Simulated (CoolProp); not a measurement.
Normal hydrogen at 290.39 K and 0.293 MPa is compressed adiabatically to 1.91 MPa with isentropic efficiency 0.9. Each further row changes one setting.

Model: reference Helmholtz-energy equation of state, Leachman 2009, in CoolProp.

```json
[
 {"case": "as stated", "work (kJ/kg)": "3320", "final temperature (K)": "?", "final density (kg/m³)": "?"},
 {"case": "efficiency 1", "work (kJ/kg)": "?", "final temperature (K)": "?", "final density (kg/m³)": "0.927"},
 {"case": "efficiency 0.65", "work (kJ/kg)": "4590", "final temperature (K)": "?", "final density (kg/m³)": "?"}
]
```

Problem. Some entries are withheld; supply them.

Solution. 
- as stated, final temperature (K): 518.9
- as stated, final density (kg/m³): 0.886
- efficiency 1, work (kJ/kg): 2980
- efficiency 1, final temperature (K): 496.1
- efficiency 0.65, final temperature (K): 606.6
- efficiency 0.65, final density (kg/m³): 0.759
